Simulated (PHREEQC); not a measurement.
Consider water at 75 °C with 0.023 mol/kgw Cu(NO3)2, 0.00027 mol/kgw NaCl and 0.00064 mol/kgw HBr. It is in equilibrium with CO2 at log p = -1 (atm). Otherwise closed; pH follows from the charge balance.

Model: ion-association model, phreeqc.dat, run in PHREEQC.

### Question
The ionic strength comes out as 0.0698 mol/kgw. What activity coefficients do CuHCO3+, Cu2(OH)2+2, HCO3-, Na+, CuCl+ get?

### Answer
CuHCO3+ 0.78, Cu2(OH)2+2 0.38, HCO3- 0.79, Na+ 0.79, CuCl+ 0.78.

Precipitation was switched off in this run. At this temperature some constants are extrapolated from 25 °C, and those without enthalpy data are left unchanged.
